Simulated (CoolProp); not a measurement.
Vapour-liquid equilibrium of n-butane (1) + R113 (2) at 389.8 K; x and y are mole fractions of (1).

The numbers come from the multi-fluid Helmholtz-energy mixture model, Bücker 2006 and Marx 1992; pair parameters Bell 2016 in CoolProp.

Q: Give the bubble pressure and the first vapour's composition at x = 0.15, 0.65, 0.85. Is there an azeotrope?

A: x = 0.15: 859.9 kPa, y = 0.330; x = 0.65: 1568 kPa, y = 0.801; x = 0.85: 1855 kPa, y = 0.916. No azeotrope shows between x = 0.05 and 0.95.

The pair parameters rest on a limited set of measurements; away from them the model extrapolates. The gap from Raoult's law changes sign with composition, which may be real or a fault of the pair parameters; it wasn't checked against measurements.
